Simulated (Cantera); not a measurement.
Charge: 1 mol Si, 1.3 mol N2O, 3.3 mol H2, at 1625 °C and 1000 Pa.

Cantera equilibrium calculation (NASA polynomials, part measured and part estimated; ideal gas, pure solids and liquids). Candidate condensed phases: H2O, Si, SiO2, Si2N2O, Si3N4; 35 gas species. The tables hold silica as quartz up to 1696 K and as liquid above; real silica turns to tridymite and cristobalite and melts near 1996 K. Equilibrium is a limit: real reactors are often held back by kinetics, nucleation or transport.

Base state: H2 0.608, N2 0.243, SiO 0.137, H 0.00610, H2O 0.00596 (mole fractions); condensed: SiO2(condensed).

Question: What changes in the equilibrium state with this change: 0.25 mol CO2 added?

Answer: 
```tsv
species	before	after
H2	0.608	0.603
N2	0.243	0.242
SiO	0.137	0.0928
CO	0	0.0464
CO2	0	0.000160
H2O	0.00596	0.00872
H	0.00610	0.00608
SiO2(condensed), mol	0.268	0.502
```
Further candidate phases: C, C6H6, C7H8, C8H18, SiC.
